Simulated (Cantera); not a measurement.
Charge: 1 mol V2O3, 2200 mol H2, 1.5 mol N2, at 0.00133 bar.

These are equilibrium values from Cantera (NASA tables, ideal gas, pure condensed phases), not measurements of a reactor. Candidate condensed phases: H2O, V, VN, VO, V2O3, V2O4, V2O5; 28 gas species. Mutual solubility and eutectic melting of coexisting phases are not modelled. VN, VO: taken at fixed stoichiometry. Condensed phases not in the tables: the oxides between V2O3 and V2O5 other than VO2, solid solutions among these carbides, nitrides and lower oxides, V2N. Equilibrium is a limit: real reactors are often held back by kinetics, nucleation or transport.

x: gas mole fraction; n: condensed amount in mol.

```tsv
T (°C)	x H2	x H	x N2	x H2O	x VO	x VO2	x V	n VN(s)	n V2O3(s)	n VO(s)
427	0.999	<1e-12	0.000668	3.90e-5	<1e-12	<1e-12	<1e-12	0.0572	0.971	0
527	0.999	…	0.000664	5.19e-5	<1e-12	<1e-12	<1e-12	0.0761	0.962	0
627	0.999	…	0.000660	6.36e-5	<1e-12	<1e-12	<1e-12	0.0933	0.953	0
727	0.999	…	0.000657	7.37e-5	<1e-12	<1e-12	<1e-12	0.108	0.946	0
827	0.999	…	0.000681	0.000173	<1e-12	<1e-12	<1e-12	0	0.619	0.762
927	0.999	…	0.000681	0.000450	<1e-12	6.81e-12	<1e-12	0	0.00864	1.98
1027	0.999	…	0.000681	0.000454	5.44e-11	1.88e-10	<1e-12	0	0	2.00
1127	0.999	…	0.000681	0.000454	1.88e-9	3.17e-9	3.86e-11	0	0	2.00
1227	0.998	…	0.000681	0.000454	3.99e-8	3.61e-8	1.88e-9	0	0	2.00
1327	0.997	…	0.000681	0.000454	5.68e-7	3.00e-7	5.54e-8	0	0	2.00
1427	0.995	…	0.000680	0.000452	5.84e-6	1.91e-6	1.09e-6	0	0	1.98
```

Problem. Some entries are withheld; supply them.

Solution. 
- 527, x H: 7.93e-11
- 627, x H: 3.20e-9
- 727, x H: 6.21e-8
- 827, x H: 7.08e-7
- 927, x H: 5.40e-6
- 1027, x H: 3.03e-5
- 1127, x H: 0.000133
- 1227, x H: 0.000482
- 1327, x H: 0.00149
- 1427, x H: 0.00402
